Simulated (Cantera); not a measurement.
Input (Python, Cantera):

```python
import numpy as np
import cantera as ct

gas = ct.Solution("gri30.yaml")
gas.TPX = 1548, 1333, {'CH4': 1, 'N2': 1.3}
inlet = ct.Reservoir(gas, clone=True)

reactor = ct.IdealGasConstPressureReactor(gas, energy="off", clone=False)
exhaust = ct.Reservoir(gas, clone=True)
tau = [1.6, 0.52, 0.17, 0.054, 0.018, 0.0057, 0.0018, 0.0006, 0.00019][0]
for a, b in ((inlet, reactor), (reactor, exhaust)):
    ct.MassFlowController(a, b, mdot=lambda t: reactor.mass / tau)
net = ct.ReactorNet([reactor])
show = ['CH4', 'H2', 'C2H2', 'C2H', 'C2H6', 'CH3']

rows = []
print(f"{'tau/s':>10s}{'T/K':>9s}" + "".join(f"{s:>11s}" for s in show))
for tau in [1.6, 0.52, 0.17, 0.054, 0.018, 0.0057, 0.0018, 0.0006, 0.00019]:
    net.initial_time = 0.0
    net.advance(30 * tau)
    before = gas.X
    net.advance(40 * tau)
    drift = np.max(np.abs(gas.X - before) / (gas.X + 1e-9))
    rows.append([gas.T, *gas[show].X, drift])
    print(f"{tau:10.3e}{gas.T:9.1f}" + "".join(f"{x:11.3e}" for x in gas[show].X))
```

Output:

```
     tau/s      T/K        CH4         H2       C2H2        C2H       C2H6        CH3
 1.600e+00   1548.0  2.394e-01  2.014e-01  6.448e-02  3.221e-08  9.992e-05  9.363e-04
 5.200e-01   1548.0  3.271e-01  1.078e-01  3.120e-02  1.565e-08  1.795e-04  1.224e-03
 1.700e-01   1548.0  3.971e-01  3.469e-02  7.080e-03  3.593e-09  2.023e-04  1.277e-03
 5.400e-02   1548.0  4.301e-01  3.631e-03  2.668e-04  1.506e-10  6.877e-05  7.555e-04
 1.800e-02   1548.0  4.342e-01  3.019e-04  3.590e-06  3.848e-12  8.512e-06  2.925e-04
 5.700e-03   1548.0  4.347e-01  5.385e-05  3.395e-08  4.837e-14  5.734e-07  9.669e-05
 1.800e-03   1548.0  4.347e-01  1.555e-05  3.186e-10  2.082e-16  2.606e-08  3.080e-05
 6.000e-04   1548.0  4.348e-01  5.093e-06  3.641e-12  8.231e-19  1.099e-09  1.024e-05
 1.900e-04   1548.0  4.348e-01  1.568e-06  3.033e-14  2.124e-21  3.562e-11  3.199e-06
```

Model: GRI-Mech 3.0 (53 species, 325 reactions), integrated in Cantera. GRI-Mech 3.0 stops at C3 and has no aromatics, soot or wall deposition, so with more carbon than oxygen in the feed, carbon stays in small species such as C2H2 where larger ones or solid carbon would form. Radical loss at walls, strong at low pressure, is not modelled.
